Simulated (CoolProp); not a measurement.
R22 along the isobar 0.407 MPa: density (kg/m³) from the reference equation and from simpler models built on Tc = 96.1 °C, pc = 4.990 MPa, ω = 0.221; each cubic takes its own stable root.

Values from CoolProp's reference Helmholtz-energy equation of state, Kamei 1995.

```csv
T (°C),phase,reference
1.35,gas,16.83
20.15,gas,15.44
38.95,gas,14.30
57.65,gas,13.36
76.45,gas,12.54
95.25,gas,11.83
114.05,gas,11.20
132.85,gas,10.64
151.65,gas,10.14
170.45,gas,9.685
189.25,gas,9.271
208.05,gas,8.893
226.85,gas,8.545
```

Problem. How far does each simpler model (ideal gas, van der Waals, Redlich-Kwong, Soave-Redlich-Kwong, Peng-Robinson) lie from the reference over these 13 states: mean and median of the absolute difference, and the worst?

Solution. 
- ideal gas: mean 3.2 %, median 2.4 %, worst -8.4 % at 1.35 °C and 0.407 MPa
- van der Waals: mean 0.8 %, median 0.2 %, worst -3.4 % at 1.35 °C and 0.407 MPa
- Redlich-Kwong: mean 0.4 %, median 0.2 %, worst -1.8 % at 1.35 °C and 0.407 MPa
- Soave-Redlich-Kwong: mean 0.2 %, median 0.0 %, worst -1.1 % at 1.35 °C and 0.407 MPa
- Peng-Robinson: mean 0.3 %, median 0.2 %, worst -0.7 % at 1.35 °C and 0.407 MPa
